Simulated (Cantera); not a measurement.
A perfectly stirred reactor is fed with CH4 : C2H6 : O2 : N2 = 1 : 0.054 : 4.56 : 17.1 (molar parts), at 683 Torr; it is adiabatic with a 400 K inlet, and is followed from long to short residence time, starting on the burning branch (τ in s: 0.044, 0.019, 0.0079, 0.0033, 0.0014, 0.00059, 0.00025, 0.0001, 4.4e-05).

Model: GRI-Mech 3.0 (53 species, 325 reactions), integrated in Cantera.

One state of this run: T (K) = 1497; x CH4 = 0.000128; x C2H6 = 1.82e-6; x O2 = 0.105; x CH2 = 1.99e-7; x HCO = 2.02e-7. x: mole fraction; the columns are a selection and need not sum to one.

Task: Which value of τ (s) does it belong to?
(A) 4.4e-5
(B) 0.0033
(C) 0.00010
(D) 0.0079

Result: D, 0.0079
